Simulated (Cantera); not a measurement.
A closed system holds: 1 mol CuO, a varied amount of C, 0.16 mol H₂, held at 700 °C and 1.90 mbar.

Method: chemical equilibrium by Gibbs-energy minimisation in Cantera with the NASA 1993 tables (ideal gas, pure condensed phases). Candidate condensed phases: C, C₆H₆, C₇H₈, C₈H₁₈, Cu, CuO, Cu(OH)₂, Cu₂O, H₂O; 113 gas species. Equilibrium is a limit: real reactors are often held back by kinetics, nucleation or transport.

Task: At 0.75 mol C, list the 4 most abundant gas species with their mole fractions, and the condensed phases.

Result: CO 0.585, CO₂ 0.239, H₂ 0.140, H₂O 0.0356. Condensed: Cu(s).
